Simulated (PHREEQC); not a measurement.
Copper plating or etch bath

Make-up at 25 °C: 0.032 mol/kgw CuCl2, 0.0018 mol/kgw H2SO4 and 0.00087 mol/kgw H3BO3. Closed to the air; pH follows from the charge balance.

Computed with PHREEQC (ion-association model, phreeqc.dat).

This is a speciation only: nothing precipitates in the calculation.

**Question.** What pH does the model give?

**Answer.** pH 2.54.

**Question.** In which forms is S present?

**Answer.** SO4-2 49 %, CuSO4 44 %, HSO4- 6.7 % of the S.

Species that the database lacks are ignored.
